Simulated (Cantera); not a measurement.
What does this Cantera script print?

```python
import numpy as np
import cantera as ct

gas = ct.Solution("h2o2.yaml")
gas.TPX = 350, 200000, {'H2': 1, 'O2': 0.208, 'N2': 0.783}
flame = ct.FreeFlame(gas, width=0.025)
flame.set_refine_criteria(ratio=3, slope=0.08, curve=0.16)
flame.transport_model = "mixture-averaged"
flame.solve(loglevel=0, auto=True)
z, T = flame.grid, flame.T
thick = (T[-1] - T[0]) / np.gradient(T, z).max()
show = ['H2', 'O2', 'H', 'HO2', 'OH', 'H2O']
print(f"laminar burning velocity  {flame.velocity[0] * 100:.3f} cm/s")
print(f"burnt temperature         {T[-1]:.1f} K")
print(f"thermal thickness         {thick * 1e3:.4f} mm")
print(f"grid points               {len(z)}")
z0 = z[flame.heat_release_rate.argmax()]
print(f"{'z/mm':>9s}{'T/K':>9s}{'u/(m/s)':>9s}" + "".join(f"{s:>11s}" for s in show))
rows = []
for k in (-3, -2, -1.5, -1, -0.5, -0.25, 0, 0.25, 0.5, 1, 2, 4, 8):
    zz = z0 + k * thick
    rows.append([k * thick, np.interp(zz, z, T), np.interp(zz, z, flame.velocity),
                 *(np.interp(zz, z, flame.X[gas.species_index(s)]) for s in show)])
    print(f"{rows[-1][0] * 1e3:9.3f}{rows[-1][1]:9.1f}{rows[-1][2]:9.3f}" + "".join(f"{x:11.3e}" for x in rows[-1][3:]))
```

It prints:

```
laminar burning velocity  347.392 cm/s
burnt temperature         1964.2 K
thermal thickness         0.1512 mm
grid points               119
     z/mm      T/K  u/(m/s)         H2         O2          H        HO2         OH        H2O
   -0.454    350.0    3.474  5.023e-01  1.045e-01  2.151e-16  3.053e-12  2.509e-15  3.687e-11
   -0.302    350.0    3.474  5.023e-01  1.045e-01  1.726e-14  4.637e-10  2.059e-13  4.658e-09
   -0.227    350.0    3.474  5.022e-01  1.045e-01  1.612e-13  4.782e-09  2.158e-12  4.375e-08
   -0.151    350.9    3.480  5.019e-01  1.046e-01  5.933e-11  3.866e-07  1.067e-09  2.764e-06
   -0.076    401.5    3.926  4.931e-01  1.057e-01  1.039e-05  2.331e-04  2.096e-05  1.285e-03
   -0.038    691.0    6.541  4.604e-01  9.902e-02  2.640e-03  4.504e-04  6.939e-04  2.420e-02
    0.000   1074.8    9.917  4.041e-01  7.574e-02  1.708e-02  1.731e-04  8.584e-04  7.941e-02
    0.038   1351.1   12.367  3.448e-01  3.998e-02  3.742e-02  7.618e-05  1.516e-03  1.494e-01
    0.076   1502.7   13.731  3.097e-01  1.487e-02  4.897e-02  2.709e-05  1.724e-03  1.969e-01
    0.151   1625.1   14.793  2.957e-01  1.684e-03  4.887e-02  2.882e-06  1.655e-03  2.230e-01
    0.302   1720.7   15.568  3.009e-01  9.715e-05  3.827e-02  1.810e-07  1.573e-03  2.276e-01
    0.605   1805.3   16.235  3.084e-01  2.975e-05  2.665e-02  6.775e-08  1.322e-03  2.294e-01
    1.210   1871.2   16.744  3.146e-01  1.329e-05  1.711e-02  3.355e-08  9.698e-04  2.310e-01
```

Model: the H2/O2 subset of GRI-Mech 3.0, which has no nitrogen chemistry, integrated in Cantera. Burning velocities carry a grid error of a few per cent, more on coarse grids.
